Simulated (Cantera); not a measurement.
# SiC + C + N₂ (sublimation and decomposition of ceramics)

A closed system holds: 1 mol SiC, 0.035 mol C, 5.3 mol N₂, at 16.5 Torr.

Method: chemical equilibrium by Gibbs-energy minimisation in Cantera with the NASA 1993 tables (ideal gas, pure condensed phases). Candidate condensed phases: C, Si, SiC, Si₃N₄; 20 gas species. The tables' values for SiN are old estimates; treat these amounts as uncertain. Rates play no part.

From 2273 K to 2523 K the condensed part is C(graphite) + SiC(s). From 2573 K to 2723 K the condensed part is C(graphite). The main Si-bearing gas is Si throughout.

```json
[
 {"T (K)": "2273", "x N₂": "0.994", "x Si": "0.00442", "x SiC₂": "0.000556", "x Si₂C": "0.000330", "x CN": "8.69e-5", "x SiN": "9.62e-5", "x Si₂": "1.08e-5", "x C₃": "4.59e-7", "n C(graphite)": "0.0575", "n SiC(s)": "0.969"},
 {"T (K)": "2323", "x N₂": "0.990", "x Si": "0.00793", "x SiC₂": "0.00118", "x Si₂C": "0.000691", "x CN": "0.000142", "x SiN": "0.000157", "x Si₂": "2.44e-5", "x C₃": "1.16e-6", "n C(graphite)": "0.0751", "n SiC(s)": "0.942"},
 {"T (K)": "2373", "x N₂": "0.982", "x Si": "0.0139", "x SiC₂": "0.00244", "x Si₂C": "0.00140", "x CN": "0.000226", "x SiN": "0.000251", "x Si₂": "5.30e-5", "x C₃": "2.81e-6", "n C(graphite)": "0.105", "n SiC(s)": "0.894"},
 {"T (K)": "2423", "x N₂": "0.968", "x Si": "0.0237", "x SiC₂": "0.00488", "x Si₂C": "0.00276", "x CN": "0.000353", "x SiN": "0.000392", "x Si₂": "0.000112", "x C₃": "6.55e-6", "n C(graphite)": "0.155", "n SiC(s)": "0.809"},
 {"T (K)": "2473", "x N₂": "0.944", "x Si": "0.0395", "x SiC₂": "0.00948", "x Si₂C": "0.00527", "x CN": "0.000538", "x SiN": "0.000598", "x Si₂": "0.000228", "x C₃": "1.48e-5", "n C(graphite)": "0.237", "n SiC(s)": "0.658"},
 {"T (K)": "2523", "x N₂": "0.905", "x Si": "0.0647", "x SiC₂": "0.0179", "x Si₂C": "0.00981", "x CN": "0.000799", "x SiN": "0.000888", "x Si₂": "0.000451", "x C₃": "3.22e-5", "n C(graphite)": "0.373", "n SiC(s)": "0.389"},
 {"T (K)": "2573", "x N₂": "0.854", "x Si": "0.0965", "x SiC₂": "0.0307", "x Si₂C": "0.0154", "x CN": "0.00116", "x SiN": "0.00120", "x Si₂": "0.000752", "x C₃": "6.80e-5", "n C(graphite)": "0.549", "n SiC(s)": "0"},
 {"T (K)": "2623", "x N₂": "0.850", "x Si": "0.0988", "x SiC₂": "0.0359", "x Si₂C": "0.0115", "x CN": "0.00170", "x SiN": "0.00114", "x Si₂": "0.000598", "x C₃": "0.000140", "n C(graphite)": "0.501", "n SiC(s)": "0"},
 {"T (K)": "2673", "x N₂": "0.846", "x Si": "0.0996", "x SiC₂": "0.0411", "x Si₂C": "0.00848", "x CN": "0.00245", "x SiN": "0.00107", "x Si₂": "0.000465", "x C₃": "0.000279", "n C(graphite)": "0.445", "n SiC(s)": "0"},
 {"T (K)": "2723", "x N₂": "0.843", "x Si": "0.0991", "x SiC₂": "0.0461", "x Si₂C": "0.00613", "x CN": "0.00349", "x SiN": "0.000999", "x Si₂": "0.000355", "x C₃": "0.000541", "n C(graphite)": "0.381", "n SiC(s)": "0"}
]
```
x: gas mole fraction; n: condensed amount in mol.
